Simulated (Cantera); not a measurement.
Feed: 1 mol Cu₂O, 5.8 mol CO, at 1750 K.

These are equilibrium values from Cantera (NASA tables, ideal gas, pure condensed phases), not measurements of a reactor. Candidate condensed phases: C, Cu, CuO, Cu₂O; 15 gas species. Kinetics and transport are ignored.

Problem. What share of the Cu ends up in condensed phases as a function of P (Pa), at 10, 42, 180, 750, 3200, 13000, 56000, 240000, 1000000?

Solution. 
```json
[
 {"P (Pa)": "10", "Cu condensed (%)": "0.0", "as": "-"},
 {"P (Pa)": "42", "Cu condensed (%)": "0.0", "as": "-"},
 {"P (Pa)": "180", "Cu condensed (%)": "42.1", "as": "Cu(l)"},
 {"P (Pa)": "750", "Cu condensed (%)": "87.9", "as": "Cu(l)"},
 {"P (Pa)": "3200", "Cu condensed (%)": "97.3", "as": "Cu(l)"},
 {"P (Pa)": "13000", "Cu condensed (%)": "99.3", "as": "Cu(l)"},
 {"P (Pa)": "56000", "Cu condensed (%)": "99.8", "as": "Cu(l)"},
 {"P (Pa)": "240000", "Cu condensed (%)": "100.0", "as": "Cu(l)"},
 {"P (Pa)": "1000000", "Cu condensed (%)": "100.0", "as": "Cu(l)"}
]
```
